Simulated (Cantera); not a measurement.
Charge: 1 mol Al(CH₃)₃, 30 mol NH₃, 360 mol N₂, held at 10.0 mbar.

Cantera equilibrium calculation (NASA polynomials, part measured and part estimated; ideal gas, pure solids and liquids). Candidate condensed phases: Al, AlN, C, C₆H₆, C₇H₈, C₈H₁₈; 97 gas species. The feed counts by its element totals alone. Kinetics and transport are ignored.

What share of the Al ends up in condensed phases as a function of T (K), at 1523, 1573, 1623, 1673, 1723, 1773, 1823, 1873, 1923, 1973, 2023, 2073, 2123, 2173?


| T (K) | Al condensed (%) | as |
|---|---|---|
| 1523 | 100.0 | AlN(s) |
| 1573 | 100.0 | AlN(s) |
| 1623 | 99.9 | AlN(s) |
| 1673 | 99.4 | AlN(s) |
| 1723 | 97.9 | AlN(s) |
| 1773 | 92.8 | AlN(s) |
| 1823 | 76.5 | AlN(s) |
| 1873 | 28.2 | AlN(s) |
| 1923 | 0.0 | - |
| 1973 | 0.0 | - |
| 2023 | 0.0 | - |
| 2073 | 0.0 | - |
| 2123 | 0.0 | - |
| 2173 | 0.0 | - |
